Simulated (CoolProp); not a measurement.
Model: reference Helmholtz-energy equation of state, Beckmüller 2019, in CoolProp.

Question: For n-octane, give the phase and the cv (kJ/(kg K)), speed of sound (m/s), viscosity (µPa s), conductivity (mW/(m K)) at 547.5 K and 0.869 MPa; 578.5 K and 0.869 MPa.

Answer: 
- 547.5 K and 0.869 MPa: gas; cv 2.66, speed of sound 170, viscosity 10.7, conductivity 39.0
- 578.5 K and 0.869 MPa: gas; cv 2.75, speed of sound 182, viscosity 11.2, conductivity 42.6

Viscosity comes from a separate model (Huber 2004). Thermal conductivity comes from a separate model (Huber 2005).
